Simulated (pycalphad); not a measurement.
**Phase fractions of Si-12.37C (at.%)**

CALPHAD calculation (pycalphad, COST 507 light-alloy database (1999)), 1 atm. The data set is of 1999 and partly superseded. Phase fractions are per mole of atoms. Diffusion is slow at the low end, where real alloys seldom reach equilibrium.

```json
[
 {"T (°C)": "2327", "liquid": "0.784", "CSI": "0.216", "diamond (Si)": "-"},
 {"T (°C)": "2252", "liquid": "0.774", "CSI": "0.226", "diamond (Si)": "-"},
 {"T (°C)": "2177", "liquid": "0.767", "CSI": "0.233", "diamond (Si)": "-"},
 {"T (°C)": "2102", "liquid": "0.762", "CSI": "0.238", "diamond (Si)": "-"},
 {"T (°C)": "2027", "liquid": "0.759", "CSI": "0.241", "diamond (Si)": "-"},
 {"T (°C)": "1952", "liquid": "0.756", "CSI": "0.244", "diamond (Si)": "-"},
 {"T (°C)": "1877", "liquid": "0.755", "CSI": "0.245", "diamond (Si)": "-"},
 {"T (°C)": "1802", "liquid": "0.754", "CSI": "0.246", "diamond (Si)": "-"},
 {"T (°C)": "1727", "liquid": "0.753", "CSI": "0.247", "diamond (Si)": "-"},
 {"T (°C)": "1652", "liquid": "0.753", "CSI": "0.247", "diamond (Si)": "-"},
 {"T (°C)": "1577", "liquid": "0.753", "CSI": "0.247", "diamond (Si)": "-"},
 {"T (°C)": "1502", "liquid": "0.753", "CSI": "0.247", "diamond (Si)": "-"},
 {"T (°C)": "1427", "liquid": "0.753", "CSI": "0.247", "diamond (Si)": "-"},
 {"T (°C)": "1352", "liquid": "-", "CSI": "0.247", "diamond (Si)": "0.753"},
 {"T (°C)": "1277", "liquid": "-", "CSI": "0.247", "diamond (Si)": "0.753"},
 {"T (°C)": "1202", "liquid": "-", "CSI": "0.247", "diamond (Si)": "0.753"},
 {"T (°C)": "1127", "liquid": "-", "CSI": "0.247", "diamond (Si)": "0.753"},
 {"T (°C)": "1052", "liquid": "-", "CSI": "0.247", "diamond (Si)": "0.753"},
 {"T (°C)": "977", "liquid": "-", "CSI": "0.247", "diamond (Si)": "0.753"},
 {"T (°C)": "902", "liquid": "-", "CSI": "0.247", "diamond (Si)": "0.753"},
 {"T (°C)": "827", "liquid": "-", "CSI": "0.247", "diamond (Si)": "0.753"},
 {"T (°C)": "752", "liquid": "-", "CSI": "0.247", "diamond (Si)": "0.753"},
 {"T (°C)": "677", "liquid": "-", "CSI": "0.247", "diamond (Si)": "0.753"},
 {"T (°C)": "602", "liquid": "-", "CSI": "0.247", "diamond (Si)": "0.753"},
 {"T (°C)": "527", "liquid": "-", "CSI": "0.247", "diamond (Si)": "0.753"},
 {"T (°C)": "452", "liquid": "-", "CSI": "0.247", "diamond (Si)": "0.753"},
 {"T (°C)": "377", "liquid": "-", "CSI": "0.247", "diamond (Si)": "0.753"},
 {"T (°C)": "302", "liquid": "-", "CSI": "0.247", "diamond (Si)": "0.753"},
 {"T (°C)": "227", "liquid": "-", "CSI": "0.247", "diamond (Si)": "0.753"}
]
```

Database names, with the compositions (at.%) that they take in these runs: CSI: Si 50 C 50.
